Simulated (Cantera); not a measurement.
Input: 1 mol CF₄, 0.05 mol Si, 0.82 mol H₂, at 0.100 bar.

Equilibrium computed with Cantera from the NASA thermochemical tables; the gas is ideal and each condensed phase is pure. Candidate condensed phases: C, C₆H₆, C₇H₈, C₈H₁₈, Si, SiC; 113 gas species. The tables' values for SiF₃ are old estimates; treat these amounts as uncertain. Gases not in the tables: C₂F₆ and larger saturated fluorocarbons. The numbers say what is thermodynamically allowed, not how fast it happens.

x: gas mole fraction; n: condensed amount in mol.

```tsv
T (K)	x HF	x F	x CF₄	x CF₂	x CF	x SiF₄	n C(graphite)
1475	0.735	5.06e-6	0.242	4.55e-5	6.63e-10	0.0224	0.460
1625	0.735	5.48e-5	0.242	0.000371	2.55e-8	0.0224	0.460
1775	0.734	0.000397	0.240	0.00210	5.23e-7	0.0224	0.458
1925	0.731	0.00210	0.235	0.00896	6.64e-6	0.0223	0.451
2075	0.719	(withheld)	0.218	(withheld)	(withheld)	0.0219	0.429
2225	0.690	(withheld)	(withheld)	(withheld)	(withheld)	0.0210	(withheld)
2375	0.635	0.0738	0.107	0.155	0.00160	0.0193	0.299
2525	0.571	0.149	0.0386	0.211	0.00524	0.0174	0.247
2675	0.524	0.235	0.00811	0.199	0.0127	0.0158	0.298
2825	0.492	0.315	0.00126	0.150	0.0247	0.0144	0.404
```

Task: Fill in the missing entries.

Result: 
- 2225, x F: 0.0283
- 2225, x CF₄: 0.176
- 2225, x CF₂: 0.0786
- 2225, x CF: 0.000355
- 2225, n C(graphite): 0.379
- 2075, x F: 0.00864
- 2075, x CF₂: 0.0299
- 2075, x CF: 5.73e-5
